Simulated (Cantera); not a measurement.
Input: 1 mol SO2, 0.043 mol H2O, 0.61 mol H2, at 47.0 mbar.

Equilibrium computed with Cantera from the NASA thermochemical tables; the gas is ideal and each condensed phase is pure. Candidate condensed phases: H2O, H2SO4, S; 19 gas species. Gases not in the tables: S3 to S7. Rates play no part. All values below are at 900 K.

Base state: SO2 0.477, H2O 0.413, S2 0.0820, H2S 0.0237, S2O 0.00302, H2 0.000849, SO 1.03e-5 (mole fractions); condensed: gas only.

Question: What changes in the equilibrium state with this change: pressure from 47.0 mbar to 1.30 mbar?

Answer: 
```csv
species,before,after
SO2,0.477,0.470
H2O,0.413,0.423
S2,0.0820,0.0922
H2S,0.0237,0.0109
H2,0.000849,0.00221
SO,1.03e-5,2.58e-5
S2O,0.00302,0.00134
```
